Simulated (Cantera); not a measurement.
An isothermal, constant-pressure homogeneous reactor starts with CH4 : H2O = 1 : 0.66 (molar parts), at 2025 K and 100.0 Torr.

Computed with Cantera and GRI-Mech 3.0 (53 species, 325 reactions). GRI-Mech 3.0 stops at C3 and has no aromatics, soot or wall deposition, so with more carbon than oxygen in the feed, carbon stays in small species such as C2H2 where larger ones or solid carbon would form.

One state of this run: x CH4 = 0.0107; x H2O = 0.129; x O2 = 1.25e-8; x C2H = 1.44e-5; x HCO = 1.82e-7; x CH2 = 1.06e-5; x OH = 7.99e-5. x: mole fraction; the columns are a selection and need not sum to one.

Problem. Which value of t (s) does it belong to?
(A) 0.000103
(B) 2.87e-5
(C) 0.0169
(D) 0.000368

Solution. C, 0.0169
